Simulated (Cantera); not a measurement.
An isothermal, constant-pressure homogeneous reactor starts with 69.0 % NO, 31.0 % N2, at 2050 K and 8400 Pa.

Cantera simulation using GRI-Mech 3.0 (53 species, 325 reactions); the numbers are that mechanism's predictions, not measurements.

One state of this run: x NO = 0.0101; x NO2 = 5.92e-6; x O2 = 0.338; x N2O = 1.49e-7; x O = 0.00196. x: mole fraction; the columns are a selection and need not sum to one.

Q: Which value of t (s) does it belong to?
(A) 0.0247
(B) 60.0
(C) 0.00183
(D) 0.0904

A: B, 60.0
